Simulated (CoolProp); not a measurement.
A simple Rankine cycle with R1336mzz(Z): condensing at 310.15 K, boiler at 1.08 MPa, turbine inlet 407.3 K, turbine efficiency 0.9, pump efficiency 0.6, no recuperator. Each further row changes one setting.

Model: reference Helmholtz-energy equation of state, McLinden 2020, in CoolProp.

```csv
case,thermal efficiency (%),net work (kJ/kg),heat in (kJ/kg),turbine exit temperature (K),volume ratio over the turbine
as stated,14.0,33.5,240,356.9,10.2
turbine inlet 427.3 K,13.8,36.3,264,378.1,9.79
condensing temperature 302.15 K,15.2,38.1,250,351.6,13.5
boiler pressure 0.756 MPa,12.1,29.8,247,367.4,6.71
turbine efficiency 0.8,12.4,29.7,240,360.9,10.3
```
